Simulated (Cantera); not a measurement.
## Thermodynamics of sublimation and decomposition of ceramics, feed SiC + Si + H2

Input: 1 mol SiC, 0.024 mol Si, 4.4 mol H2, held at 0.00280 bar.

These are equilibrium values from Cantera (NASA tables, ideal gas, pure condensed phases), not measurements of a reactor. Candidate condensed phases: C, C6H6, C7H8, C8H18, Si, SiC; 87 gas species. Gases not in the tables: Si2H6 and higher silanes. Kinetics and transport are ignored.

```
T (K)   x H2     x H     x Si    x SiC2    x Si2C      x C3  n SiC(s)  n C(graphite)
-----  -----  ------  -------  --------  --------  --------  --------  -------------
1973   0.970  0.0251  0.00498   2.28e-6  0.000122  7.11e-12     0.999              0
2073   0.946  0.0483  0.00545   6.76e-5  0.000201   5.61e-9     0.996              0
2173   0.900  0.0865  0.00997  0.000864  0.000533   4.96e-7     0.967        0.00362
2273   0.811   0.143   0.0348   0.00437   0.00260   3.60e-6     0.800          0.113
2373   0.643   0.212    0.109    0.0192    0.0110   2.21e-5     0.134          0.530
2473   0.532   0.307    0.119    0.0284   0.00604  0.000116         0          0.529
2573   0.423   0.422    0.109    0.0345   0.00248  0.000535         0          0.403
2673   0.312   0.541   0.0953    0.0393  0.000986   0.00219         0          0.231
2773   0.211   0.646   0.0841    0.0405  0.000399   0.00713         0              0
```
x: gas mole fraction; n: condensed amount in mol.

From 1973 K to 2073 K the condensed part is SiC(s). From 2173 K to 2373 K the condensed part is C(graphite) + SiC(s). From 2473 K to 2673 K the condensed part is C(graphite). At 2773 K nothing is condensed. The main Si-bearing gas is Si throughout.
